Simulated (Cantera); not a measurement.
Feed: 1 mol Al(CH3)3, 0.69 mol N2O, a varied amount of N2, at 1352 °C and 1.00 bar.

Method: chemical equilibrium by Gibbs-energy minimisation in Cantera with the NASA 1993 tables (ideal gas, pure condensed phases). Candidate condensed phases: Al, AlN, Al2O3, C, C6H6, C7H8, C8H18, H2O; 148 gas species. The feed counts by its element totals alone. Mutual solubility and eutectic melting of coexisting phases are not modelled. The numbers say what is thermodynamically allowed, not how fast it happens.

### Question
Which condensed phases are stable at each of these points (n(N2) (mol)): 3.7, 4.7, 6.1, 7.8, 9.9, 13, 16, 21, 27, 34?

### Answer
```
n(N2) (mol)                 condensed phases  Al condensed (%)
-----------  -------------------------------  ----------------
3.7          AlN(s) + Al2O3(s) + C(graphite)             100.0
4.7          AlN(s) + Al2O3(s) + C(graphite)             100.0
6.1          AlN(s) + Al2O3(s) + C(graphite)             100.0
7.8          AlN(s) + Al2O3(s) + C(graphite)             100.0
9.9                     AlN(s) + C(graphite)             100.0
13                      AlN(s) + C(graphite)             100.0
16                      AlN(s) + C(graphite)             100.0
21                      AlN(s) + C(graphite)             100.0
27                      AlN(s) + C(graphite)             100.0
34                      AlN(s) + C(graphite)             100.0
```

From 3.7 mol N2 to 7.8 mol N2 the condensed part is AlN(s) + Al2O3(s) + C(graphite). From 9.9 mol N2 to 34 mol N2 the condensed part is AlN(s) + C(graphite).
